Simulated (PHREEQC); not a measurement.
Solution (25 °C): 0.37 mmol/kgw TMAH, 0.03 mmol/kgw Na2SiO3 and 0.32 mmol/kgw Na2CO3. Closed to the air; pH follows from the charge balance.

Computed with PHREEQC (ion-association model, wateq4f.dat).

Precipitation was switched off in this run.

Question: Predict the pH.

Answer: pH 10.68.

Question: In which forms is Si present?

Answer: H3SiO4- 88 %, H4SiO4 12 % of the Si.

(CH3)4N+ isn't in the database: it is added as a free cation with an ion size of 4 Å.
